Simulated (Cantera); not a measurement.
Diamond growth

A diamond (100) surface in a fixed gas of H2 with x(CH4) = 0.02, x(H) = 0.036, at 1100 K, 1900 Pa; coverages are run to steady state.

Model: the Harris–Goodwin 1993 mechanism for the reconstructed diamond (100) surface, integrated in Cantera.

```json
[
 {"x(CH3)": "1e-06", "growth (µm/h)": "0.0134", "θ c6HH": "0.511", "θ c6H*": "0.0281", "θ c6*H": "0.442", "θ c6**": "0.0186", "θ c6HM": "9.06e-6"},
 {"x(CH3)": "2.1e-06", "growth (µm/h)": "0.0282", "θ c6HH": "0.511", "θ c6H*": "0.0281", "θ c6*H": "0.442", "θ c6**": "0.0186", "θ c6HM": "1.90e-5"},
 {"x(CH3)": "4.6e-06", "growth (µm/h)": "0.0618", "θ c6HH": "0.511", "θ c6H*": "0.0281", "θ c6*H": "0.442", "θ c6**": "0.0186", "θ c6HM": "4.17e-5"},
 {"x(CH3)": "9.9e-06", "growth (µm/h)": "0.133", "θ c6HH": "0.511", "θ c6H*": "0.0281", "θ c6*H": "0.442", "θ c6**": "0.0186", "θ c6HM": "8.97e-5"},
 {"x(CH3)": "2.1e-05", "growth (µm/h)": "0.282", "θ c6HH": "0.511", "θ c6H*": "0.0281", "θ c6*H": "0.442", "θ c6**": "0.0186", "θ c6HM": "0.000190"},
 {"x(CH3)": "4.6e-05", "growth (µm/h)": "0.617", "θ c6HH": "0.511", "θ c6H*": "0.0281", "θ c6*H": "0.442", "θ c6**": "0.0186", "θ c6HM": "0.000417"},
 {"x(CH3)": "9.8e-05", "growth (µm/h)": "1.31", "θ c6HH": "0.510", "θ c6H*": "0.0280", "θ c6*H": "0.442", "θ c6**": "0.0186", "θ c6HM": "0.000887"},
 {"x(CH3)": "0.00021", "growth (µm/h)": "2.81", "θ c6HH": "0.510", "θ c6H*": "0.0280", "θ c6*H": "0.441", "θ c6**": "0.0185", "θ c6HM": "0.00190"},
 {"x(CH3)": "0.00045", "growth (µm/h)": "6.00", "θ c6HH": "0.508", "θ c6H*": "0.0279", "θ c6*H": "0.440", "θ c6**": "0.0184", "θ c6HM": "0.00405"}
]
```
θ: site fractions in the mechanism's names (c6HH fully hydrogenated, c6H* and c6*H radical sites, c6** diradical, c6HM methylated).
